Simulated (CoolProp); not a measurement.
A Linde-Hampson liquefier for carbon monoxide: isothermal reversible compression at 250 K from 1 atm to 40 MPa, throttling to 1 atm, return gas leaving the recuperator 5 K below the feed. Each further row changes one setting.

Computed with CoolProp (reference Helmholtz-energy equation of state, Lemmon 2006). It is a short technical equation, of lower accuracy than the large ones.

| case | liquid yield per pass | compression work (kJ/kg of gas) |
|---|---|---|
| as stated | (withheld) | 440 |
| high pressure 80 MPa | 0.113 | 517 |
| warm-end temperature 280 K | (withheld) | (withheld) |
| warm-end gap 10 K | (withheld) | 440 |

### Question
Fill in the missing entries.

### Answer

- as stated, liquid yield per pass: 0.161
- warm-end temperature 280 K, liquid yield per pass: 0.117
- warm-end temperature 280 K, compression work (kJ/kg of gas): 500
- warm-end gap 10 K, liquid yield per pass: 0.149
